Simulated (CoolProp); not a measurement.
20 sccm (0 °C, 1 atm) of nitrogen bubbles through liquid octamethyltrisiloxane (MDM) at 305.2 K and leaves saturated at a total pressure of 0.0106 MPa (ideal gas phase). Each further row changes one setting.

The numbers come from the reference Helmholtz-energy equation of state, Thol 2017 in CoolProp.

| case | vapour pressure (kPa) | mole fraction of vapour | delivery (mg/min) | delivery (sccm) | change of delivery for a bath 1 K warmer (%) |
|---|---|---|---|---|---|
| as stated | 0.782 | 0.0737 | 16.8 | 1.59 | 6.9 |
| bath temperature 310.2 K | 1.06 | 0.0997 | 23.4 | 2.22 | 6.8 |
| total pressure 0.0212 MPa | 0.782 | 0.0369 | 8.08 | 0.766 | 6.6 |
